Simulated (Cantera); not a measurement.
Feed: 1 mol Si₃N₄, 0.023 mol C, a varied amount of H₂, held at 2823 K and 40.0 Pa.

Equilibrium computed with Cantera from the NASA thermochemical tables; the gas is ideal and each condensed phase is pure. Candidate condensed phases: C, C₆H₆, C₇H₈, C₈H₁₈, Si, SiC, Si₃N₄; 105 gas species. The tables' values for SiN are old estimates; treat these amounts as uncertain. Equilibrium is a limit: real reactors are often held back by kinetics, nucleation or transport.

### Question
At 0.27 mol H₂, list the 4 most abundant gas species with their mole fractions, and the condensed phases.

### Answer
Si 0.539, N₂ 0.360, H 0.0963, CN 0.00153. Condensed: gas only.
